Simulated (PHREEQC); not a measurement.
Dissolve 0.23 mol HBr, 0.00042 mol CaCl2 and 0.013 mol MnSO4 per kg of water at 20 °C. Closed to the air; pH follows from the charge balance.

Equilibrium calculation in PHREEQC: ion-association model, wateq4f.dat.

```tsv
quantity	before	after
pH	0.76	1.42
HSO4- (mol/kgw)	0.0108	0.00163
SO4-2 (mol/kgw)	0.00190	0.000886
SI of Gypsum (CaSO4:2H2O)	-2.64	-3.24
SI of Pyrochroite (Mn(OH)2)	-16.09	-15.28
```

Name the change that produced these shifts.
A. CaCl2 from 0.00042 to 0.0042 mol/kgw
B. diluted 5-fold with water
C. temperature from 20 to 30 °C
D. 0.15 mol/kgw HCl added

B, diluted 5-fold with water

Precipitation was switched off in this run.
